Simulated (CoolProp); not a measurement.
Vapour-liquid equilibrium of R114 (1) + R113 (2) at 358.6 K; x and y are mole fractions of (1).

The numbers come from the multi-fluid Helmholtz-energy mixture model, Platzer 1990 and Marx 1992; pair parameters Bell 2016 in CoolProp. This equation is an older, rougher fit; its heat capacities, sound speeds and derivatives of the liquid may be far off and weren't checked against measurements.

**Question.** Give the bubble pressure and the first vapour's composition at x = 0.15, 0.25, 0.75. Is there an azeotrope?

**Answer.** x = 0.15: 4.081 bar, y = 0.342; x = 0.25: 4.786 bar, y = 0.493; x = 0.75: 8.477 bar, y = 0.888. No azeotrope shows between x = 0.05 and 0.95.

Pair parameters are fitted to limited data, so mixtures are less certain than the pure fluids.
